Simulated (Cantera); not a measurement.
Feed: 1 mol PbO, 0.049 mol CO, a varied amount of N2, equilibrated at 1 atm.

Equilibrium computed with Cantera from the NASA thermochemical tables; the gas is ideal and each condensed phase is pure. Candidate condensed phases: C, Pb, PbO, PbO2, Pb3O4; 27 gas species. Each liquid is taken as pure. Mutual solubility and eutectic melting of coexisting phases are not modelled. Equilibrium is a limit: real reactors are often held back by kinetics, nucleation or transport.

Problem. What condenses at these points (T in K, n(N2) in mol): (1073, 21); (1623, 24); (1173, 16); (1473, 18); (1023, 18); (973, 28)?

Solution. 
```tsv
T (K)	n(N2) in mol	condensed phases	Pb condensed (%)
1073	21	Pb + PbO	99.8
1623	24	gas only	0.0
1173	16	Pb + PbO	99.3
1473	18	PbO	83.6
1023	18	Pb + PbO	100.0
973	28	Pb + PbO	100.0
```
